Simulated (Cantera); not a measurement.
# Ammonia decomposition in nitride growth gas

An isothermal, constant-pressure homogeneous reactor starts with NH₃ : N₂ = 1 : 0.48 (molar parts), at 2198 K and 0.0180 bar.

Cantera simulation using the gas-phase N/H chemistry of the illustrative SiF4/NH3 mechanism in the Surface Chemkin manual (1991); the numbers are that mechanism's predictions, not measurements. Walls and surfaces, which speed up NH3 decomposition in real reactors, are not modelled.

```json
[
 {"t (s)": "1.00e-5", "x NH₃": "0.676", "x NH": "4.96e-10", "x NH₂": "1.60e-5", "x N₂H₄": "<1e-12", "x H": "2.24e-6", "x H₂": "6.90e-6"},
 {"t (s)": "4.64e-5", "x NH₃": "0.676", "x NH": "1.69e-8", "x NH₂": "8.25e-5", "x N₂H₄": "1.24e-11", "x H": "2.28e-6", "x H₂": "4.02e-5"},
 {"t (s)": "0.000215", "x NH₃": "0.675", "x NH": "6.12e-7", "x NH₂": "0.000390", "x N₂H₄": "2.92e-10", "x H": "2.34e-6", "x H₂": "0.000196"},
 {"t (s)": "0.00100", "x NH₃": "0.673", "x NH": "1.20e-5", "x NH₂": "0.00173", "x N₂H₄": "5.79e-9", "x H": "4.38e-6", "x H₂": "0.00111"},
 {"t (s)": "0.00464", "x NH₃": "0.658", "x NH": "3.98e-5", "x NH₂": "0.00353", "x N₂H₄": "2.42e-8", "x H": "3.09e-5", "x H₂": "0.0131"},
 {"t (s)": "0.0215", "x NH₃": "0.586", "x NH": "5.41e-5", "x NH₂": "0.00288", "x N₂H₄": "1.61e-8", "x H": "0.000131", "x H₂": "0.0778"},
 {"t (s)": "0.100", "x NH₃": "0.359", "x NH": "5.87e-5", "x NH₂": "0.00182", "x N₂H₄": "6.47e-9", "x H": "0.000468", "x H₂": "0.281"},
 {"t (s)": "0.464", "x NH₃": "0.0643", "x NH": "3.39e-5", "x NH₂": "0.000531", "x N₂H₄": "5.48e-10", "x H": "0.00146", "x H₂": "0.546"},
 {"t (s)": "2.15", "x NH₃": "2.43e-5", "x NH": "1.26e-6", "x NH₂": "1.95e-6", "x N₂H₄": "<1e-12", "x H": "0.0154", "x H₂": "0.592"},
 {"t (s)": "10.0", "x NH₃": "1.10e-7", "x NH": "2.57e-8", "x NH₂": "1.87e-8", "x N₂H₄": "<1e-12", "x H": "0.0318", "x H₂": "0.579"}
]
```
x: mole fraction; the columns are a selection and need not sum to one.

Equilibrium at this temperature and pressure: NH₃ 7.38e-8, NH 1.72e-8, NH₂ 1.25e-8, N₂H₄ <1e-12, H 0.0318, H₂ 0.579 (gas phase only).
